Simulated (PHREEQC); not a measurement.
# Polishing slurry liquid

Dissolve 0.012 mol/kgw K2CO3, 0.00025 mol/kgw H4SiO4 and 0.0013 mol/kgw CO2 at 25 °C. Closed to the air; pH follows from the charge balance.

Model: ion-association model, phreeqc.dat, run in PHREEQC.

Each row changes one thing in this solution. This is a speciation only: nothing precipitates in the calculation.

| case | pH | ionic strength (mol/kgw) | CO3-2 (mol/kgw) | HCO3- (mol/kgw) | CO2 (mol/kgw) |
|---|---|---|---|---|---|
| as made | 10.60 | 0.0340 | 0.0100 | 0.00330 | 1.58e-7 |
| H4SiO4 from 0.00025 to 0.000125 mol/kgw | 10.61 | 0.0341 | 0.0101 | 0.00321 | 1.48e-7 |
| 0.0053 mol/kgw NH4BF4 added | 6.48 | 0.0293 | 1.81e-6 | 0.00812 | 0.00518 |
| K2CO3 left out | (withheld) | 2.40e-5 | 4.80e-11 | 2.40e-5 | 0.00128 |
| H4SiO4 replaced by H2SiF6 at the same molality | 10.40 | 0.0327 | 0.00870 | 0.00460 | 3.52e-7 |
| K2CO3 from 0.012 to 0.024 mol/kgw | 10.82 | 0.0696 | 0.0216 | 0.00368 | 9.95e-8 |
| H4SiO4 left out | 10.63 | 0.0342 | 0.0102 | (withheld) | 1.38e-7 |

Q: Complete the blanks.

A: 
- K2CO3 left out, pH: 4.62
- H4SiO4 left out, HCO3- (mol/kgw): 0.00312

Some of these states are supersaturated (in Quartz (slow to form), for instance). SiF6-2 is the database's only silicon fluoride. Real BF4- forms and hydrolyses slowly; the run takes it at equilibrium.
